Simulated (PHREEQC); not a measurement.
Solution (20 °C): 0.081 mol/kgw CuCl2, 0.00025 mol/kgw HCl and 0.66 mol/kgw H3BO3. Closed to the air; pH follows from the charge balance.

Equilibrium calculation in PHREEQC: ion-association model, phreeqc.dat.

Each row changes one thing in this solution. No solid was allowed to form.

| case | pH | ionic strength (mol/kgw) | Cl- (mol/kgw) | Cu+2 (mol/kgw) | CuCl+ (mol/kgw) | CuCl2 (mol/kgw) |
|---|---|---|---|---|---|---|
| as made | 3.69 | 0.227 | 0.154 | 0.0732 | 0.00750 | 0.000281 |
| H3BO3 from 0.66 to 0.066 mol/kgw | 3.69 | 0.227 | 0.154 | 0.0732 | 0.00750 | 0.000281 |
| temperature from 20 to 80 °C | 3.59 | 0.159 | 0.119 | 0.0400 | 0.0389 | 0.00200 |
| CuCl2 from 0.081 to 0.0081 mol/kgw | 3.65 | 0.0242 | 0.0163 | 0.00794 | 0.000156 | 9.47e-7 |

Constants without temperature data keep their 25 °C values here.
